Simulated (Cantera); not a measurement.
A closed system holds: 1 mol Fe, 0.019 mol HCl, 2.2 mol N2, at 923 K and 2700 Pa.

Method: chemical equilibrium by Gibbs-energy minimisation in Cantera with the NASA 1993 tables (ideal gas, pure condensed phases). Candidate condensed phases: Fe, FeCl2, FeCl3, NH4Cl; 18 gas species. Rates play no part.

Base state: N2 0.991, HCl 0.00509, H2 0.00174, FeCl2 0.00173 (mole fractions); condensed: Fe(α).

What changes in the equilibrium state with this change: HCl from 0.019 to 0.57 mol?


```
species      before    after
----------  -------  -------
N2            0.991    0.796
HCl         0.00509    0.120
H2          0.00174   0.0430
FeCl2       0.00173   0.0390
Fe2Cl4      3.87e-6  0.00197
Fe(α), mol    0.996    0.881
```
